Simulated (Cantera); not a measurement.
**Thermodynamics of tantalum, niobium, vanadium and zirconium in process gases, feed Ta + O2 + H2**

Feed: 1 mol Ta, 0.024 mol O2, 35 mol H2, at 9.50 Pa.

Method: chemical equilibrium by Gibbs-energy minimisation in Cantera with the NASA 1993 tables (ideal gas, pure condensed phases). Candidate condensed phases: H2O, Ta, Ta2O5; 12 gas species. Mutual solubility and eutectic melting of coexisting phases are not modelled. Condensed phases not in the tables: N, O or C dissolved in the metal. Equilibrium is a limit: real reactors are often held back by kinetics, nucleation or transport.

From 800 K to 1800 K the condensed part is Ta(s) + Ta2O5(s). From 2000 K to 2800 K the condensed part is Ta(s).

```csv
T (K),x H2,x H,x TaO,x H2O,x Ta,x TaO2,x O,n Ta(s),n Ta2O5(s)
800,1.00,2.97e-10,<1e-12,1.64e-9,<1e-12,<1e-12,<1e-12,0.981,0.00960
1000,1.00,2.33e-7,<1e-12,1.94e-7,<1e-12,<1e-12,<1e-12,0.981,0.00960
1200,1.000,2.02e-5,<1e-12,4.41e-6,<1e-12,<1e-12,<1e-12,0.981,0.00957
1400,0.999,0.000499,6.66e-10,3.95e-5,<1e-12,2.94e-9,<1e-12,0.981,0.00932
1600,0.994,0.00556,3.51e-7,0.000198,<1e-12,1.70e-6,2.02e-10,0.984,0.00818
1800,0.963,0.0360,4.48e-5,0.000663,4.89e-12,0.000228,4.75e-8,0.988,0.00129
2000,0.846,0.153,0.000359,0.000263,9.06e-10,0.000319,6.31e-7,0.974,0
2200,0.565,0.434,0.000864,4.03e-5,6.50e-8,8.07e-5,2.32e-6,0.958,0
2400,0.225,0.774,0.000822,2.17e-6,2.30e-6,5.41e-6,3.16e-6,0.953,0
2600,0.0572,0.942,0.000719,9.34e-8,4.69e-5,4.60e-7,3.79e-6,0.949,0
2800,0.0138,0.985,0.000689,5.30e-9,0.000622,6.43e-8,4.79e-6,0.909,0
```
x: gas mole fraction; n: condensed amount in mol.
